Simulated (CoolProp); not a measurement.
The numbers come from the reference Helmholtz-energy equation of state, Zhou 2016 in CoolProp.

Q: For R245ca, give the phase and the Z, speed of sound (m/s), Joule-Thomson coefficient (K/MPa), isothermal compressibility (1/MPa) at -33.25 °C and 2180 kPa; 55.95 °C and 2370 kPa.

A: 
- -33.25 °C and 2180 kPa: liquid; Z 0.0958, speed of sound 993, Joule-Thomson coefficient -0.320, isothermal compressibility 0.000924
- 55.95 °C and 2370 kPa: liquid; Z 0.0884, speed of sound 626, Joule-Thomson coefficient -0.174, isothermal compressibility 0.00268
